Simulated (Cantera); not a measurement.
Cantera run:

```python
import numpy as np
import cantera as ct

gas_names = """
    B BH BH2 BH3 BN BO BO2 B2 B2O B2O2 B2O3 B3O3H3 H HBO HBO2 HNO HNO2 HNO3 HO2 H2 H2O H2O2 H3B3O6 N NH
    NH2 NH3 NH2OH NO NO2 NO3 N2 N2H2 N2H4 N2O O OH O2 O3
""".split()
cond_names = """
    B(b) B(L) BN(s) B2O3(L) B3O3H3(cr) H2O(s) H2O(L)
""".split()


# ... load() reads the species with a 1 bar reference pressure and builds the phases ...
atoms = {
    'B2O3': {'B': 2, 'O': 3},
    'H2O': {'H': 2, 'O': 1},
    'N2': {'N': 2},
}
top_T = {'BN(s)': 3200}  # K; cautious upper limits of use, not melting points


# ... equilibrate(T, P, feed) seeds the gas with the atoms and calls Mixture.equilibrate('TP', solver="vcs", rtol=1e-11, max_steps=5000) ...
results = []
feed = {'B2O3': 1, 'H2O': 5.7, 'N2': 1.6}  # mol
P = 23000  # Pa
for T in [1025, 1075, 1125, 1175, 1225, 1275, 1325, 1375, 1425, 1475, 1525, 1575, 1625]:
    mix = equilibrate(T, P, feed)
    results.append((T, P, feed, dict(zip(mix.species_names, mix.species_moles))))
    x = sorted(zip(gas.X, gas.species_names), reverse=True)
    print(f"T = {T:g} K  P = {P:g} Pa  gas = {mix.phase_moles(0):.4g} mol")
    print("   x: " + "  ".join(f"{s} {v:.3e}" for v, s in x if v > 0.001))
    print("   condensed (mol): " + ("  ".join(f"{mix.phase(i).name} {mix.phase_moles(i):.4g}"
          for i in range(1, mix.n_phases) if mix.phase_moles(i) > 1e-12) or "none"))
```

It prints:

```
T = 1025 K  P = 23000 Pa  gas = 7.271 mol
   x: H2O 7.719e-01  N2 2.200e-01  H3B3O6 8.008e-03
   condensed (mol): B2O3(L) 0.9124
T = 1075 K  P = 23000 Pa  gas = 7.278 mol
   x: H2O 7.736e-01  N2 2.199e-01  H3B3O6 6.362e-03
   condensed (mol): B2O3(L) 0.9298
T = 1125 K  P = 23000 Pa  gas = 7.283 mol
   x: H2O 7.747e-01  N2 2.197e-01  H3B3O6 5.137e-03
   condensed (mol): B2O3(L) 0.9421
T = 1175 K  P = 23000 Pa  gas = 7.289 mol
   x: H2O 7.752e-01  N2 2.195e-01  H3B3O6 4.207e-03  HBO2 1.061e-03
   condensed (mol): B2O3(L) 0.9501
T = 1225 K  P = 23000 Pa  gas = 7.295 mol
   x: H2O 7.750e-01  N2 2.193e-01  H3B3O6 3.488e-03  HBO2 2.163e-03
   condensed (mol): B2O3(L) 0.9539
T = 1275 K  P = 23000 Pa  gas = 7.305 mol
   x: H2O 7.738e-01  N2 2.190e-01  HBO2 4.154e-03  H3B3O6 2.923e-03
   condensed (mol): B2O3(L) 0.9528
T = 1325 K  P = 23000 Pa  gas = 7.319 mol
   x: H2O 7.713e-01  N2 2.186e-01  HBO2 7.566e-03  H3B3O6 2.471e-03
   condensed (mol): B2O3(L) 0.9452
T = 1375 K  P = 23000 Pa  gas = 7.341 mol
   x: H2O 7.667e-01  N2 2.180e-01  HBO2 1.314e-02  H3B3O6 2.101e-03
   condensed (mol): B2O3(L) 0.9286
T = 1425 K  P = 23000 Pa  gas = 7.375 mol
   x: H2O 7.592e-01  N2 2.170e-01  HBO2 2.184e-02  H3B3O6 1.794e-03
   condensed (mol): B2O3(L) 0.8995
T = 1475 K  P = 23000 Pa  gas = 7.425 mol
   x: H2O 7.477e-01  N2 2.155e-01  HBO2 3.490e-02  H3B3O6 1.532e-03
   condensed (mol): B2O3(L) 0.853
T = 1525 K  P = 23000 Pa  gas = 7.499 mol
   x: H2O 7.309e-01  N2 2.133e-01  HBO2 5.373e-02  H3B3O6 1.304e-03
   condensed (mol): B2O3(L) 0.7827
T = 1575 K  P = 23000 Pa  gas = 7.605 mol
   x: H2O 7.074e-01  N2 2.104e-01  HBO2 7.989e-02  H3B3O6 1.101e-03
   condensed (mol): B2O3(L) 0.6806
T = 1625 K  P = 23000 Pa  gas = 7.753 mol
   x: H2O 6.757e-01  N2 2.064e-01  HBO2 1.148e-01
   condensed (mol): B2O3(L) 0.5365
```

Method: chemical equilibrium by Gibbs-energy minimisation in Cantera with the NASA 1993 tables (ideal gas, pure condensed phases). Gases not in the tables: H3BO3.
